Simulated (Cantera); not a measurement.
Mixture: CH4 : O2 : N2 = 1 : 4.55 : 17.1 (molar parts), at 7500 Torr, adiabatic and at constant volume. Ignition delay is the time to a rise of 400 K.

Cantera simulation using GRI-Mech 3.0 (53 species, 325 reactions); the numbers are that mechanism's predictions, not measurements.

Q: What does this change do: constant pressure in place of constant volume?

A: 
| quantity | before | after |
|---|---|---|
| delay at 1000 K | 67.2 ms | 69.4 ms |
| delay at 1100 K | 12.8 ms | 13.3 ms |
| delay at 1200 K | 3.27 ms | 3.40 ms |
| delay at 1300 K | 0.997 ms | 1.04 ms |
| delay at 1400 K | 0.346 ms | 0.363 ms |
| apparent activation energy between 1350 and 1450 K | 160 kJ/mol | 160 kJ/mol |

Q: What does this change do: pressure from 7500 Torr to 405 Torr?

A: 
```tsv
quantity	before	after
delay at 1000 K	67.2 ms	1.33 s
delay at 1100 K	12.8 ms	0.230 s
delay at 1200 K	3.27 ms	47.8 ms
delay at 1300 K	0.997 ms	12.1 ms
delay at 1400 K	0.346 ms	3.77 ms
apparent activation energy between 1350 and 1450 K	160 kJ/mol	170 kJ/mol
```
